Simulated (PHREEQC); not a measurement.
Solution (25 °C): 0.0056 mol/kgw NH4HF2. Closed to the air; pH follows from the charge balance.

Computed with PHREEQC (ion-association model, wateq4f.dat).

- pH: 3.25
- ionic strength: 0.00621 mol/kgw
- total alkalinity: -5.60 meq/kg

```
species  molality  activity   log γ
-------  --------  --------  ------
F-        0.00610   0.00560  -0.037
NH4+      0.00560   0.00515  -0.036
HF        0.00476   0.00477   0.001
H+       0.000611  0.000567  -0.033
HF2-     0.000111  0.000102  -0.037
H2F2      5.91e-5   5.92e-5   0.001
NH3       5.18e-9   5.18e-9   0.000
```

Precipitation was switched off in this run.
